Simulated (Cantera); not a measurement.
## Equilibrium for metals in furnace atmospheres: Fe + CO2 + H2

Charge: 1 mol Fe, 1.5 mol CO2, 70 mol H2, held at 0.150 bar.

Cantera equilibrium calculation (NASA polynomials, part measured and part estimated; ideal gas, pure solids and liquids). Candidate condensed phases: C, C6H6, C7H8, C8H18, Fe, Fe(CO)5, FeO, Fe(OH)2, Fe(OH)3, Fe2O3, Fe3O4, H2O; 114 gas species. The numbers say what is thermodynamically allowed, not how fast it happens.

From 1350 K to 1650 K the condensed part is Fe(γ). From 1700 K to 1750 K the condensed part is Fe(δ). The main Fe-bearing gas is Fe throughout.

```
T (K)   x H2    x CO   x H2O       x H     x CO2     x Fe     x OH  n Fe(γ)  n Fe(δ)
-----  -----  ------  ------  --------  --------  -------  -------  -------  -------
1350   0.958  0.0207  0.0208   6.02e-6  0.000229  2.87e-8  2.12e-9    1.000        0
1400   0.958  0.0208  0.0208   1.23e-5  0.000207  1.02e-7  5.30e-9    1.000        0
1450   0.958  0.0208  0.0208   2.39e-5  0.000190  3.33e-7  1.24e-8    1.000        0
1500   0.958  0.0208  0.0208   4.45e-5  0.000175  1.00e-6  2.76e-8    1.000        0
1550   0.958  0.0208  0.0208   7.96e-5  0.000162  2.79e-6  5.81e-8    1.000        0
1600   0.958  0.0208  0.0208  0.000137  0.000151  7.31e-6  1.17e-7    0.999        0
1650   0.958  0.0208  0.0208  0.000230  0.000141  1.80e-5  2.26e-7    0.999        0
1700   0.958  0.0208  0.0208  0.000372  0.000133  4.20e-5  4.19e-7        0    0.997
1750   0.958  0.0208  0.0208  0.000588  0.000125  9.29e-5  7.50e-7        0    0.993
```
x: gas mole fraction; n: condensed amount in mol.
